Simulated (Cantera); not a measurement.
A closed system holds: 1 mol Si, 3.8 mol HBr, 5.4 mol H₂, equilibrated at 0.150 bar.

Method: chemical equilibrium by Gibbs-energy minimisation in Cantera with the NASA 1993 tables (ideal gas, pure condensed phases). Candidate condensed phases: Br₂, Si; 19 gas species. The tables' values for SiBr₃ are old estimates; treat these amounts as uncertain. Kinetics and transport are ignored.

x: gas mole fraction; n: condensed amount in mol.

| T (K) | x H₂ | x SiBr₄ | x HBr | x SiHBr₃ | n Si(s) |
|---|---|---|---|---|---|
| 750 | 0.880 | 0.108 | 0.00260 | 0.00894 | 0.0355 |
| 775 | 0.879 | 0.107 | 0.00363 | 0.00917 | 0.0370 |
| 800 | 0.878 | 0.107 | 0.00497 | 0.00938 | 0.0392 |
| 825 | 0.877 | 0.106 | 0.00667 | 0.00957 | 0.0421 |
| 850 | 0.876 | 0.105 | 0.00878 | 0.00973 | 0.0459 |
| 875 | 0.874 | 0.105 | 0.0114 | 0.00987 | 0.0505 |
| 900 | 0.871 | 0.103 | 0.0145 | 0.00999 | 0.0562 |
| 925 | 0.868 | 0.102 | … | 0.0101 | … |
| 950 | 0.865 | 0.101 | … | 0.0101 | … |
| 975 | 0.861 | 0.0990 | 0.0277 | 0.0101 | 0.0794 |
| 1000 | 0.857 | 0.0969 | 0.0335 | 0.0101 | 0.0890 |

### Question
Complete the blanks.

### Answer

- 950, x HBr: 0.0226
- 950, n Si(s): 0.0707
- 925, x HBr: 0.0182
- 925, n Si(s): 0.0630
